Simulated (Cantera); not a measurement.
Feed: 1 mol Si₃N₄, 2.9 mol H₂O, 0.64 mol H₂, at 4.50 mbar.

Cantera equilibrium calculation (NASA polynomials, part measured and part estimated; ideal gas, pure solids and liquids). Candidate condensed phases: H₂O, Si, SiO₂, Si₂N₂O, Si₃N₄; 35 gas species. Mutual solubility and eutectic melting of coexisting phases are not modelled. The tables' values for SiN are old estimates; treat these amounts as uncertain. The tables hold silica as quartz up to 1696 K and as liquid above; real silica turns to tridymite and cristobalite and melts near 1996 K. Gases not in the tables: Si₂H₆ and higher silanes. Kinetics and transport are ignored.

x: gas mole fraction; n: condensed amount in mol.

```csv
T (K),x H₂,x SiO,x N₂,x H,n SiO₂(β-quartz),n Si₂N₂O(s),n Si(l)
1573,0.751,0.0322,0.216,0.000525,0.883,0.983,0
1598,0.724,0.0584,0.217,0.000675,0.838,0.938,0
1623,0.676,0.104,0.219,0.000847,0.752,0.852,0
1648,?,?,0.223,?,?,?,0
1673,0.461,0.309,0.229,0.00115,0.144,0.245,0
1698,0.429,0.340,0.230,0.00141,0,0.100,0
1723,0.428,0.339,0.230,0.00178,0,0.0998,0
1748,0.428,0.339,0.230,0.00223,0,0.0990,0
1773,0.427,0.339,0.230,?,0,0.0966,0
1798,0.417,0.343,0.236,0.00339,0,0,0.0934
1823,0.416,0.343,0.236,0.00417,0,0,0.0906
```

Task: Complete the blanks.

Result: 
- 1648, x H₂: 0.595
- 1648, x SiO: 0.181
- 1648, x H: 0.00102
- 1648, n SiO₂(β-quartz): 0.575
- 1648, n Si₂N₂O(s): 0.675
- 1773, x H: 0.00277
